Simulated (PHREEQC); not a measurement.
Dissolve 70 mmol/kgw NH4Cl, 1.7 mmol/kgw Na2HPO4 and 86 mmol/kgw NaCl at 15 °C. Closed to the air; pH follows from the charge balance.

Model: ion-association model, wateq4f.dat, run in PHREEQC.

No solid was allowed to form.

Q: What pH does the model give?

A: pH 7.40.

Q: In which forms is P present?

A: HPO4-2 74 %, H2PO4- 22 %, NaHPO4- 4.2 % of the P.

H3PO4, which wateq4f.dat lacks, is added to it with the constant of phreeqc.dat.
